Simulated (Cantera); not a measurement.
A closed system holds: 1 mol HMDSO, 2.8 mol N₂O, equilibrated at 0.00133 bar.

These are equilibrium values from Cantera (NASA tables, ideal gas, pure condensed phases), not measurements of a reactor. Candidate condensed phases: C, C₆H₆, C₇H₈, C₈H₁₈, H₂O, Si, SiC, SiO₂, Si₂N₂O, Si₃N₄; 151 gas species. The feed counts by its element totals alone. Mutual solubility and eutectic melting of coexisting phases are not modelled. Rates play no part.

### Question
Which condensed phases are stable at each of these points (T (K)): 723, 748, 773, 798, 823, 848, 873, 898, 923, 948, 973, 998, 1023?

### Answer
```tsv
T (K)	condensed phases	Si condensed (%)
723	C(graphite) + SiO₂(α-quartz) + Si₂N₂O(s)	100.0
748	C(graphite) + SiO₂(α-quartz) + Si₂N₂O(s)	100.0
773	C(graphite) + SiO₂(α-quartz) + Si₂N₂O(s)	100.0
798	C(graphite) + SiO₂(α-quartz) + Si₂N₂O(s)	100.0
823	C(graphite) + SiO₂(α-quartz) + Si₂N₂O(s)	100.0
848	C(graphite) + SiO₂(β-quartz) + Si₂N₂O(s)	100.0
873	C(graphite) + SiO₂(β-quartz) + Si₂N₂O(s)	100.0
898	C(graphite) + SiO₂(β-quartz) + Si₂N₂O(s)	100.0
923	C(graphite) + SiO₂(β-quartz) + Si₂N₂O(s)	100.0
948	C(graphite) + SiO₂(β-quartz) + Si₂N₂O(s)	100.0
973	C(graphite) + SiO₂(β-quartz) + Si₂N₂O(s)	100.0
998	C(graphite) + SiO₂(β-quartz) + Si₂N₂O(s)	100.0
1023	C(graphite) + SiO₂(β-quartz) + Si₂N₂O(s)	100.0
```

From 723 K to 823 K the condensed part is C(graphite) + SiO₂(α-quartz) + Si₂N₂O(s). From 848 K to 1023 K the condensed part is C(graphite) + SiO₂(β-quartz) + Si₂N₂O(s).
